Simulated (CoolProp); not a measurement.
Ethanol along the isobar 0.633 MPa: fugacity coefficient from the reference equation and from simpler models built on Tc = 241.6 °C, pc = 6.268 MPa, ω = 0.644; each cubic takes its own stable root.

Computed with CoolProp (reference Helmholtz-energy equation of state, Schroeder 2014).

```tsv
T (°C)	phase	reference	van der Waals	Redlich-Kwong	Soave-Redlich-Kwong	Peng-Robinson
-103.25	liquid	1.183e-8	0.009074	6.999e-6	1.872e-9	3.880e-9
-86.95	liquid	2.215e-7	0.02187	6.692e-5	5.749e-8	1.023e-7
-70.75	liquid	2.472e-6	0.04547	0.0004028	9.269e-7	1.464e-6
-54.45	liquid	1.900e-5	0.08492	0.001752	9.410e-6	1.351e-5
-38.15	liquid	0.0001075	0.1451	0.005895	6.561e-5	8.732e-5
-21.95	liquid	0.0004714	0.2303	0.01615	0.0003363	0.0004211
-5.65	liquid	0.001709	0.3456	0.03807	0.001370	0.001632
10.65	liquid	0.005253	0.4940	0.07905	0.004584	0.005243
26.95	liquid	0.01405	0.6778	0.1481	0.01304	0.01442
43.15	liquid	0.03326	0.8967	0.2541	0.03219	0.03468
59.45	liquid	0.07161	0.9175	0.4077	0.07130	0.07515
75.75	liquid	0.1413	0.9259	0.6165	0.1432	0.1483
```

At some of these states van der Waals gives the other phase, because its saturation line lies elsewhere.
